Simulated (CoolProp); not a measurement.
Water along the isotherm 653.5 K: fugacity coefficient from the reference equation and from simpler models built on Tc = 647.1 K, pc = 22060 kPa, ω = 0.344; each cubic takes its own stable root.

Values from CoolProp's reference Helmholtz-energy equation of state, Wagner 2002.

```json
[
 {"p (kPa)": "4140", "phase": "gas", "reference": "0.9400"},
 {"p (kPa)": "8270", "phase": "gas", "reference": "0.8798"},
 {"p (kPa)": "12400", "phase": "gas", "reference": "0.8191"},
 {"p (kPa)": "16500", "phase": "gas", "reference": "0.7578"},
 {"p (kPa)": "20700", "phase": "gas", "reference": "0.6926"},
 {"p (kPa)": "24800", "phase": "supercritical", "reference": "0.6184"},
 {"p (kPa)": "29000", "phase": "supercritical", "reference": "0.5442"},
 {"p (kPa)": "33100", "phase": "supercritical", "reference": "0.4889"}
]
```

### Question
How far does each simpler model (van der Waals, Peng-Robinson) lie from the reference over these 8 states: mean and median of the absolute difference, and the worst?

### Answer
- van der Waals: mean 4.6 %, median 4.1 %, worst +10.3 % at 653.5 K and 33100 kPa
- Peng-Robinson: mean 1.3 %, median 1.4 %, worst -2.1 % at 653.5 K and 16500 kPa
